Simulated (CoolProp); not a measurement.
Vapour pressure (bar) of carbon dioxide: the reference equation beside estimates from Tc = 31.0 °C, pc = 73.77 bar, ω = 0.224. Clausius-Clapeyron is anchored at -26.65 °C with a constant enthalpy of vaporisation of 13.06 kJ/mol.

The numbers come from the reference Helmholtz-energy equation of state, Span 1996 in CoolProp.

```tsv
T (°C)	reference	Lee-Kesler	Clausius-Clapeyron	van der Waals	Redlich-Kwong	Peng-Robinson
-41.15	9.626	9.628	10.71	22.61	12.81	9.545
-37.55	10.98	10.98	11.88	24.33	14.37	10.89
-33.85	12.52	12.51	13.17	26.18	16.11	12.41
-30.25	14.16	14.14	14.51	28.07	17.93	14.04
-26.65	15.95	15.92	15.95	30.03	19.89	15.82
-23.05	17.91	17.86	17.48	32.09	22.00	17.77
-19.45	20.03	19.98	19.11	34.23	24.25	19.89
-15.85	22.34	22.26	20.84	36.45	26.66	22.19
-12.25	24.83	24.74	22.67	38.76	29.22	24.69
-8.65	27.52	27.41	24.61	41.17	31.95	27.39
-5.05	30.42	30.29	26.65	43.66	34.83	30.31
-1.45	33.53	33.39	28.80	46.24	37.89	33.45
2.15	36.88	36.72	31.06	48.92	41.13	36.82
```

Absolute difference from the reference over all 13 rows, mean and median: Lee-Kesler 0.3 and 0.3 %, Clausius-Clapeyron 7.9 and 8.2 %, van der Waals 75.8 and 70.9 %, Redlich-Kwong 21.5 and 21.1 %, Peng-Robinson 0.6 and 0.7 %.
